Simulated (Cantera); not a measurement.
## Al(CH3)3 + N2O + N2 (aluminium nitride and oxide growth)

Charge: 1 mol Al(CH3)3, 3.5 mol N2O, 87 mol N2, held at 15.0 Torr.

Cantera equilibrium calculation (NASA polynomials, part measured and part estimated; ideal gas, pure solids and liquids). Candidate condensed phases: Al, AlN, Al2O3, C, C6H6, C7H8, C8H18, H2O; 148 gas species. The feed counts by its element totals alone. Mutual solubility and eutectic melting of coexisting phases are not modelled. Rates play no part.

From 877 °C to 1027 °C the condensed part is Al2O3(s) + C(graphite). At 1077 °C the condensed part is AlN(s) + Al2O3(s) + C(graphite). From 1127 °C to 1327 °C the condensed part is AlN(s) + Al2O3(s).

```tsv
T (°C)	x N2	x H2	x CO	x H	x HCN	n Al2O3(s)	n C(graphite)	n AlN(s)
877	0.933	0.0464	0.0206	1.14e-7	8.69e-6	0.500	0.999	0
927	0.933	0.0464	0.0206	3.01e-7	1.55e-5	0.500	0.998	0
977	0.933	0.0464	0.0206	7.36e-7	2.64e-5	0.500	0.997	0
1027	0.933	0.0464	0.0206	1.68e-6	4.31e-5	0.500	0.996	0
1077	0.929	0.0462	0.0247	3.62e-6	6.75e-5	0.366	0.593	0.267
1127	0.923	0.0460	0.0307	7.38e-6	6.14e-5	0.169	0	0.663
1177	0.923	0.0460	0.0307	1.43e-5	4.61e-5	0.168	0	0.664
1227	0.923	0.0460	0.0307	2.67e-5	3.53e-5	0.168	0	0.664
1277	0.923	0.0460	0.0307	4.78e-5	2.76e-5	0.168	0	0.665
1327	0.923	0.0460	0.0307	8.25e-5	2.19e-5	0.167	0	0.665
```
x: gas mole fraction; n: condensed amount in mol.
